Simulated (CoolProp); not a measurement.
Vapour-liquid equilibrium of CHF3 (R23) (1) + R125 (2) at 0.186 MPa; x and y are mole fractions of (1).

The numbers come from the multi-fluid Helmholtz-energy mixture model, Penoncello 2003 and Lemmon 2005; pair parameters Bell 2016 in CoolProp.

Problem. Give the bubble temperature and the first vapour's composition at x = 0.125, 0.425, 0.725. Is there an azeotrope?

Solution. x = 0.125: 230.0 K, y = 0.381; x = 0.425: 216.1 K, y = 0.791; x = 0.725: 207.7 K, y = 0.935. No azeotrope shows between x = 0.05 and 0.95.

The pair parameters rest on a limited set of measurements; away from them the model extrapolates.
